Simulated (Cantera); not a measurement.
A closed system holds: 1 mol C2H2, 0.32 mol H2O, 1.1 mol H2, equilibrated at 1273.15 K and 1000 Pa.

These are equilibrium values from Cantera (NASA tables, ideal gas, pure condensed phases), not measurements of a reactor. Candidate condensed phases: C, C6H6, C7H8, C8H18, H2O; 110 gas species. Rates play no part.

Base state: H2 0.883, CO 0.117, CH4 7.32e-5, H2O 1.23e-5 (mole fractions); condensed: C(graphite).

Q: What changes in the equilibrium state with this change: pressure from 1000 Pa to 100000 Pa?

A: 
| species | before | after |
|---|---|---|
| H2 | 0.883 | 0.875 |
| CO | 0.117 | 0.116 |
| CH4 | 7.32e-5 | 0.00719 |
| H2O | 1.23e-5 | 0.00121 |
| CO2 | 9.78e-7 | 9.72e-5 |
| C(graphite), mol | 1.68 | 1.66 |
